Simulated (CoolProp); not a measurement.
Properties of CH2F2 (R32) along the isobar 0.456 MPa.

The numbers come from the reference Helmholtz-energy equation of state, Tillner-Roth 1997 in CoolProp.

```tsv
T (°C)	phase	density (kg/m³)	cp (kJ/(kg K))	isothermal compressibility (1/MPa)	expansivity (1/kK)	Prandtl number
41.55	gas	9.512	0.9325	2.304	3.768	0.857
51.55	gas	9.169	0.9356	2.291	3.580	0.841
61.55	gas	8.854	0.9415	2.280	3.415	0.829
71.65	gas	8.560	0.9496	2.270	3.269	0.818
81.65	gas	8.290	0.9592	2.262	3.139	0.808
91.65	gas	8.039	0.9700	2.255	3.021	0.799
101.65	gas	7.804	0.9817	2.249	2.915	0.792
111.75	gas	7.581	0.9943	2.243	2.816	0.784
121.75	gas	7.374	1.007	2.239	2.726	0.777
131.75	gas	7.179	1.021	2.234	2.643	0.771
141.75	gas	6.995	1.035	2.231	2.565	0.765
151.85	gas	6.818	1.049	2.227	2.492	0.759
161.85	gas	6.653	1.063	2.224	2.425	0.753
```

Viscosity comes from a separate model (Bell 2016), an estimate that may be off by 10 % or more. Thermal conductivity comes from a separate model (Huber 2003), an estimate that may be off by 10 % or more.
